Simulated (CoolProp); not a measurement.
A single-stage vapour-compression cycle with the fluid: evaporating at 317.15 K (dew point), condensing at 351.15 K (bubble point), superheat 8 K, subcooling 2 K, compressor efficiency 0.8, no pressure losses. The same conditions are run with several fluids, on thermodynamics alone (safety and materials aside).

Computed with CoolProp (reference Helmholtz-energy equation of state of each fluid (R1224YDZ: Akasaka 2023; R236EA: Rui 2013; R134a: Tillner-Roth 1994; R141b: Lemmon 2006; n-pentane: Thol 2019; neopentane: Lemmon 2006)).

```tsv
fluid	cooling COP	pressure ratio	discharge temperature (K)	refrigerating effect (kJ/kg)	volumetric capacity (kJ/m³)
R1224YDZ	6.33	2.53	355.9	122	2020
R236EA	6.11	2.50	353.8	110	2620
R134a	5.52	2.23	365.1	116	6120
R141b	6.71	2.65	363.4	185	1270
n-pentane	6.52	2.65	353.3	286	1060
neopentane	6.19	2.33	351.1	221	1950
```

The compression ends wet for: neopentane.
